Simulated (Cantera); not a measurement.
# Tantalum, niobium, vanadium and zirconium in process gases: Ta(OEt)5 + CH4

Input: 1 mol Ta(OEt)5, 3.4 mol CH4, held at 52.0 Pa.

These are equilibrium values from Cantera (NASA tables, ideal gas, pure condensed phases), not measurements of a reactor. Candidate condensed phases: C, C6H6, C7H8, C8H18, H2O, Ta, TaC, Ta2O5; 113 gas species. The feed counts by its element totals alone. TaC: taken at fixed stoichiometry. Condensed phases not in the tables: Ta2C. Equilibrium is a limit: real reactors are often held back by kinetics, nucleation or transport.

```csv
T (K),x H2,x CO,x H2O,x CO2,x CH4,n C(graphite),n Ta2O5(s),n TaC(s)
800,0.885,0.112,0.00121,0.000649,0.000548,10.9,0.500,0
850,0.885,0.114,0.000370,0.000146,0.000253,10.9,0.500,0
900,0.885,0.115,0.000128,3.81e-5,0.000127,10.9,0.500,0
950,0.814,0.186,7.35e-5,3.01e-5,5.77e-5,8.23,0.118,0.764
1000,0.794,0.206,3.36e-5,1.25e-5,3.13e-5,7.40,0,1.00
1050,0.794,0.206,1.54e-5,4.71e-6,1.88e-5,7.40,0,1.00
1100,0.794,0.206,7.60e-6,1.94e-6,1.18e-5,7.40,0,1.00
1150,0.794,0.206,3.99e-6,8.68e-7,7.68e-6,7.40,0,1.00
1200,0.794,0.206,2.21e-6,4.16e-7,5.18e-6,7.40,0,1.00
1250,0.794,0.206,1.28e-6,2.12e-7,3.61e-6,7.40,0,1.00
1300,0.794,0.206,7.75e-7,1.14e-7,2.58e-6,7.40,0,1.00
1350,0.794,0.206,4.87e-7,6.42e-8,1.89e-6,7.40,0,1.00
```
x: gas mole fraction; n: condensed amount in mol.

From 800 K to 900 K the condensed part is C(graphite) + Ta2O5(s). At 950 K the condensed part is C(graphite) + TaC(s) + Ta2O5(s). From 1000 K to 1350 K the condensed part is C(graphite) + TaC(s).
